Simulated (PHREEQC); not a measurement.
Make-up at 25 °C: 0.068 mol/kgw CdSO4, 0.079 mol/kgw H3BO3 and 7.7e-05 mol/kgw FeSO4. Closed to the air; pH follows from the charge balance.

All values are PHREEQC results (ion-association model, wateq4f.dat), not measurements.

| quantity | before | after |
|---|---|---|
| pH | 5.27 | 5.70 |
| ionic strength (mol/kgw) | 0.132 | 0.0185 |
| Cd+2 (mol/kgw) | 0.0330 | 0.00462 |
| CdSO4 (mol/kgw) | 0.0273 | 0.00208 |
| SO4-2 (mol/kgw) | 0.0253 | 0.00452 |
| Cd(SO4)2-2 (mol/kgw) | 0.00770 | 0.000105 |

Question: Which change was made?
A. H3BO3 replaced by NaBF4 at the same molality
B. diluted 10-fold with water
C. CdSO4 from 0.068 to 0.136 mol/kgw
D. FeSO4 left out
E. diluted 2-fold with water

Answer: B, diluted 10-fold with water

Precipitation was switched off in this run.
